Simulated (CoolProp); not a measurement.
Oxygen along the isobar 7.01 MPa: Z from the reference equation and from simpler models built on Tc = 154.6 K, pc = 5.046 MPa, ω = 0.022; each cubic takes its own stable root.

The numbers come from the reference Helmholtz-energy equation of state, Schmidt 1985 in CoolProp.

| T (K) | phase | reference |
|---|---|---|
| 65.6 | liquid | 0.3248 |
| 71.6 | liquid | 0.3039 |
| 77.7 | liquid | 0.2863 |
| 83.7 | liquid | 0.2719 |
| 89.7 | liquid | 0.2597 |
| 95.8 | liquid | 0.2494 |
| 101.8 | liquid | 0.2409 |
| 107.9 | liquid | 0.2339 |
| 113.9 | liquid | 0.2284 |
| 119.9 | liquid | 0.2242 |
| 126 | liquid | 0.2215 |
| 132 | liquid | 0.2204 |
| 138.1 | liquid | 0.2214 |
| 144.1 | liquid | 0.2252 |
| 150.1 | liquid | 0.2337 |
| 156.2 | supercritical | 0.2534 |

Task: How far does each simpler model (van der Waals, Peng-Robinson) lie from the reference over these 16 states: mean and median of the absolute difference, and the worst?

Result: 
- van der Waals: mean 41.8 %, median 42.3 %, worst +45.8 % at 65.6 K and 7.01 MPa
- Peng-Robinson: mean 8.9 %, median 10.7 %, worst -11.4 % at 89.7 K and 7.01 MPa
